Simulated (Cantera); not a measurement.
# Thermodynamics of halide evaporation, hydrolysis and transport, feed CuF2 + H2 + NH3

Input: 1 mol CuF2, 0.1 mol H2, 0.00059 mol NH3, equilibrated at 13.3 mbar.

Method: chemical equilibrium by Gibbs-energy minimisation in Cantera with the NASA 1993 tables (ideal gas, pure condensed phases). Candidate condensed phases: Cu, CuF2; 25 gas species. Rates play no part.

| T (K) | x CuF2 | x CuF | x F | x HF |
|---|---|---|---|---|
| 1598 | 0.651 | 0.175 | 0.00808 | 0.166 |
| 1698 | 0.613 | 0.193 | 0.0307 | 0.163 |
| 1798 | 0.528 | 0.236 | 0.0818 | 0.154 |
| 1898 | 0.399 | 0.300 | 0.159 | 0.141 |
| 1998 | 0.258 | 0.371 | 0.244 | 0.127 |
| 2098 | 0.145 | 0.427 | 0.313 | 0.115 |
| 2198 | 0.0736 | 0.460 | 0.356 | 0.108 |
x: gas mole fraction; nothing condenses.

From 1598 K to 2198 K nothing is condensed. The main Cu-bearing gas is CuF2 at 1598 K and CuF at 2198 K.
